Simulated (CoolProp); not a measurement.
Vapour-liquid equilibrium of R125 (1) + n-butane (2) at 285.9 K; x and y are mole fractions of (1).

The numbers come from the multi-fluid Helmholtz-energy mixture model, Lemmon 2005 and Bücker 2006; pair parameters Bell 2016 in CoolProp.

**Question.** Give the bubble pressure and the first vapour's composition at x = 0.125, 0.2, 0.275. Is there an azeotrope?

**Answer.** x = 0.125: 0.4810 MPa, y = 0.667; x = 0.2: 0.6008 MPa, y = 0.739; x = 0.275: 0.6834 MPa, y = 0.776. No azeotrope shows between x = 0.05 and 0.95.

Pair parameters are fitted to limited data, so mixtures are less certain than the pure fluids. With so large a gap from Raoult's law the liquid may split in two, which this calculation doesn't test in full.
